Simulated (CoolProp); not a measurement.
Vapour-liquid equilibrium of ethylene (1) + ethane (2) at 213.5 K; x and y are mole fractions of (1).

Computed with CoolProp (multi-fluid Helmholtz-energy mixture model, Smukala 2000 and Bücker 2006; pair parameters Bell 2016).

```tsv
x	bubble pressure (bar)	y at the bubble point	dew pressure at overall composition x (bar)	liquid density (mol/L)
0.05	4.076	0.099	3.957	16.85
0.125	4.405	(withheld)	4.142	16.92
0.2	4.712	0.328	4.340	16.98
0.275	5.003	0.418	4.553	17.05
0.35	5.283	0.499	4.781	17.12
0.425	5.555	0.572	5.025	17.19
0.5	5.823	0.640	5.286	17.27
0.575	6.089	0.703	5.565	17.34
0.65	6.356	0.763	5.864	17.42
0.725	6.624	0.819	6.185	17.49
0.8	6.895	0.872	(withheld)	17.57
0.875	7.170	0.923	6.909	17.64
0.95	(withheld)	0.970	7.328	17.72
```

Question: Fill in the missing entries.

Answer: 
- 0.125, y at the bubble point: 0.223
- 0.8, dew pressure at overall composition x (bar): 6.531
- 0.95, bubble pressure (bar): 7.448

No azeotrope shows between x = 0.05 and 0.95.

The pair parameters rest on a limited set of measurements; away from them the model extrapolates.
